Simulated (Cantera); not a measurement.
Mixture: CO : H2 : O2 : N2 = 1 : 0.74 : 0.58 : 2.26 (molar parts), equivalence ratio 1.5, at 5.00 bar, adiabatic and at constant volume. Ignition delay is the time to a rise of 400 K.

Detailed kinetics in Cantera: GRI-Mech 3.0 (53 species, 325 reactions). The hydrogen kinetics of GRI-Mech 3.0 are dated; newer H2 mechanisms differ, most at raised pressure.

Q: At T0 = 1348 K, what is the delay, and which 7 reactions control it most (d ln τ / d ln k, from doubling and halving each rate constant)?

A: The delay is 6.38 µs.
```csv
reaction,d ln τ / d ln k,faster rate
H + O2 <=> O + OH,-0.76,shortens it
H2 + O <=> H + OH,-0.20,shortens it
H + O2 + M <=> HO2 + M,0.09,lengthens it
H2 + OH <=> H + H2O,-0.08,shortens it
H + O2 + N2 <=> HO2 + N2,0.08,lengthens it
CO + O2 <=> CO2 + O,-0.04,shortens it
H + HO2 <=> 2 OH,-0.03,shortens it
```
